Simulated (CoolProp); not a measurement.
Vapour-liquid equilibrium of CHF3 (R23) (1) + C2F6 (R116) (2) at 58 kPa; x and y are mole fractions of (1).

Values from CoolProp's multi-fluid Helmholtz-energy mixture model, Penoncello 2003 and Lemmon 2006; pair parameters Bell 2016.

Question: Give the bubble temperature and the first vapour's composition at x = 0.05, 0.45, 0.65. Is there an azeotrope?

Answer: x = 0.05: 181.7 K, y = 0.229; x = 0.45: 176.4 K, y = 0.548; x = 0.65: 176.4 K, y = 0.570. y crosses x between x = 0.55 and 0.65: the model has an azeotrope there.

The pair parameters rest on a limited set of measurements; away from them the model extrapolates.
